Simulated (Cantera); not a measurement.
A perfectly stirred reactor is fed with 3.75 % H₂, 73.5 % O₂, 22.8 % N₂, at 0.0340 bar; it is held at 1173 K, and followed from long to short residence time.

Cantera simulation using the H2/O2 subset of GRI-Mech 3.0, which has no nitrogen chemistry; the numbers are that mechanism's predictions, not measurements. Radical loss at walls, strong at low pressure, is not modelled. The temperature is held fixed by assumption; the heat of reaction is taken as removed at once.

Predict: x(H₂) at τ = 5.30 s; x(O₂) at τ = 5.30 s; x(HO₂) at τ = 5.30 s; x(H₂O) at τ = 5.30 s; x(H₂O₂) at τ = 5.30 s; x(H₂) at τ = 25.0 ms; x(O₂) at τ = 25.0 ms; x(HO₂) at τ = 25.0 ms; x(H₂O) at τ = 25.0 ms; x(H₂O₂) at τ = 25.0 ms.


```json
{
 "x(H₂) at τ = 5.30 s": "3.72e-5",
 "x(O₂) at τ = 5.30 s": "0.729",
 "x(HO₂) at τ = 5.30 s": "8.72e-7",
 "x(H₂O) at τ = 5.30 s": "0.0380",
 "x(H₂O₂) at τ = 5.30 s": "6.46e-8",
 "x(H₂) at τ = 25.0 ms": "0.000861",
 "x(O₂) at τ = 25.0 ms": "0.723",
 "x(HO₂) at τ = 25.0 ms": "5.40e-6",
 "x(H₂O) at τ = 25.0 ms": "0.0357",
 "x(H₂O₂) at τ = 25.0 ms": "2.06e-7"
}
```
